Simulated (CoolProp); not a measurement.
Model: reference Helmholtz-energy equation of state, Thol 2019, in CoolProp.

For decamethylcyclopentasiloxane (D5), give the phase and the cp (kJ/(kg K)) at 620 K and 12.4 kPa; 620 K and 177 kPa; 620 K and 1620 kPa.


- 620 K and 12.4 kPa: gas; cp 1.95
- 620 K and 177 kPa: gas; cp 1.97
- 620 K and 1620 kPa: supercritical; cp 2.43
